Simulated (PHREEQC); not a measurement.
**Phosphoric acid bath**

A solution holds 0.17 mol/kgw NaH2PO4, 0.0029 mol/kgw HF and 0.0019 mol/kgw NiSO4, at 25 °C. Closed to the air; pH follows from the charge balance.

All values are PHREEQC results (ion-association model, wateq4f.dat), not measurements.

No solid was allowed to form.

Task: Estimate the pH, ionic strength, activity of water.

Result: pH 3.84; ionic strength 0.177 mol/kgw; activity of water 0.994.

Task: In which forms is F present?

Result: F- 82 %, HF 12 %, NaF 4.2 %, NiF+ 0.9 % of the F.

H3PO4, which wateq4f.dat lacks, is added to it with the constant of phreeqc.dat. The database has no phosphate complexes of Ni.
